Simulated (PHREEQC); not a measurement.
## Phosphoric acid bath (model solution)

A solution holds 0.0023 mol H3PO4, 0.0012 mol HF and 0.0003 mol H4SiO4 per kg of water, at 25 °C. Closed to the air; pH follows from the charge balance.

All values are PHREEQC results (ion-association model, wateq4f.dat), not measurements.

No solid was allowed to form.

Estimate the pH.

pH 2.70.

In which forms is P present?

H2PO4- 78 %, H3PO4 22 % of the P.

The solution is supersaturated, for example in Quartz (slow to form), so a real one may precipitate; this is no full list. H3PO4, which wateq4f.dat lacks, is added to it with the constant of phreeqc.dat. SiF6-2 is the database's only silicon fluoride.
